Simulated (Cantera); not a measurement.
A perfectly stirred reactor is fed with CO : O₂ : H₂O : N₂ = 0.0098 : 0.015 : 0.00047 : 1 (molar parts), equivalence ratio 0.33, at 80000 Pa; it is held at 1150 K, and followed from long to short residence time.

Model: GRI-Mech 3.0 (53 species, 325 reactions), integrated in Cantera.

**Question.** Predict: x(CO) at τ = 11.0 s; x(O₂) at τ = 11.0 s; x(H₂O) at τ = 11.0 s; x(N₂O) at τ = 11.0 s; x(NO₂) at τ = 11.0 s; x(CO) at τ = 41.0 ms; x(O₂) at τ = 41.0 ms; x(H₂O) at τ = 41.0 ms; x(N₂O) at τ = 41.0 ms.

**Answer.** 
| Property | Result |
|---|---|
| x(CO) at τ = 11.0 s | 0.000162 |
| x(O₂) at τ = 11.0 s | 0.00997 |
| x(H₂O) at τ = 11.0 s | 0.000459 |
| x(N₂O) at τ = 11.0 s | 1.28e-6 |
| x(NO₂) at τ = 11.0 s | 3.49e-8 |
| x(CO) at τ = 41.0 ms | 0.00487 |
| x(O₂) at τ = 41.0 ms | 0.0122 |
| x(H₂O) at τ = 41.0 ms | 0.000440 |
| x(N₂O) at τ = 41.0 ms | 5.88e-7 |
